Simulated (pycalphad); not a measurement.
**Phase fractions of Mg-5.006Si-13.23Al (wt.%)**

All values are pycalphad results on the COST 507 light-alloy database (1999) (1 atm), not direct measurements. The database dates from 1999; later assessments differ in places, in temperatures and in the compounds included. Amounts are mole fractions of atoms. Diffusion is slow at the low end, where real alloys seldom reach equilibrium.

```csv
T (°C),liquid,MG2SI,hcp,ALMG_GAMMA
777,1.000,-,-,-
727,0.983,0.017,-,-
677,0.940,0.060,-,-
627,0.911,0.089,-,-
577,0.892,0.108,-,-
527,0.526,0.125,0.349,-
477,0.267,0.131,0.602,-
427,-,0.133,0.782,0.086
377,-,0.133,0.728,0.139
327,-,0.133,0.684,0.183
277,-,0.133,0.650,0.217
227,-,0.133,0.625,0.243
177,-,0.133,0.606,0.262
127,-,0.133,0.592,0.275
77,-,0.133,0.583,0.284
```

Database names, with the compositions (at.%) that they take in these runs: MG2SI: Mg 67 Si 33; ALMG_GAMMA: Mg 59 Al 40.
